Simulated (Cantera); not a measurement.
Input (Python, Cantera) and output of one run.

```python
import numpy as np
import cantera as ct

gas_names = """
    C CN CO CO2 C2 CCN CNC C2N2 C2O C3 C3O2 C4 C4N2 C5 N NCO NO NO2 NO3 N2 N2O O O2 O3 Si SiC SiC2 SiN
    SiO SiO2 Si2 Si2C Si2N Si3
""".split()
cond_names = """
    C(gr) Si(cr) Si(L) SiC(b) SiO2(Lqz) SiO2(hqz) SiO2(L) Si2N2O(s) Si3N4(a)
""".split()


# ... load() reads the species with a 1 bar reference pressure and builds the phases ...
atoms = {
    'SiC': {'Si': 1, 'C': 1},
    'O2': {'O': 2},
    'N2': {'N': 2},
}
top_T = {'C(gr)': 4500, 'SiC(b)': 3050, 'Si2N2O(s)': 2100, 'Si3N4(a)': 2400}  # K; cautious upper limits of use, not melting points


# ... equilibrate(T, P, feed) seeds the gas with the atoms and calls Mixture.equilibrate('TP', solver="vcs", rtol=1e-11, max_steps=5000) ...
results = []
feed = {'SiC': 1, 'O2': 0.0058, 'N2': 2.1}  # mol
P = 1000  # Pa
for T in [900, 1000, 1100, 1200, 1300, 1400, 1500, 1600, 1700, 1800]:
    mix = equilibrate(T, P, feed)
    results.append((T, P, feed, dict(zip(mix.species_names, mix.species_moles))))

top = {s: max(r[3][s] / sum(r[3][g] for g in gas_names) for r in results) for s in gas_names}
cols = sorted((s for s in top if top[s] > 0.0001), key=lambda s: -top[s])[:7]
seen = [c for c in cond_names if any(r[3].get(c, 0) > 1e-12 for r in results)]
print("log10 of partial pressures in bar; condensed amounts in mol")
print(f"{'T/K':>10s}" + "".join(f"{s[:9]:>10s}" for s in cols + seen))
for T, P, feed, n in results:
    ng = sum(n[g] for g in gas_names)
    print(f"{T:10.4g}" + "".join(f"{np.log10(max(n[s] / ng * P / 1e5, 1e-99)):10.3f}" for s in cols)
          + "".join(f"{n.get(c, 0):10.4g}" for c in seen))
```

Output:

```
log10 of partial pressures in bar; condensed amounts in mol
       T/K        N2        CO       SiO        Si     C(gr)    SiC(b) Si2N2O(s)  Si3N4(a)
       900    -2.000   -12.380   -20.397   -25.654         1         0    0.0116    0.3256
      1000    -2.000   -10.452   -16.985   -21.609         1         0    0.0116    0.3256
      1100    -2.000    -8.880   -14.202   -18.304         1         0    0.0116    0.3256
      1200    -2.000    -7.574   -11.891   -15.555         1         0    0.0116    0.3256
      1300    -2.000    -6.473    -9.942   -13.232         1         0   0.01155    0.3256
      1400    -2.000    -5.215    -8.118   -11.404   0.01937    0.9794   0.01032         0
      1500    -2.002    -4.436    -6.546    -9.817         0    0.9923  0.003827         0
      1600    -2.002    -4.451    -5.409    -8.200         0    0.9925  0.003318         0
      1700    -2.002    -4.560    -4.563    -6.805         0    0.9942         0         0
      1800    -2.002    -4.553    -4.570    -5.998         0    0.9941         0         0
```

Method: chemical equilibrium by Gibbs-energy minimisation in Cantera with the NASA 1993 tables (ideal gas, pure condensed phases). N2 is the only nitrogen source here; it is nearly inert below about 1500 K, so the nitride shown seldom forms there in practice. Mutual solubility and eutectic melting of coexisting phases are not modelled.
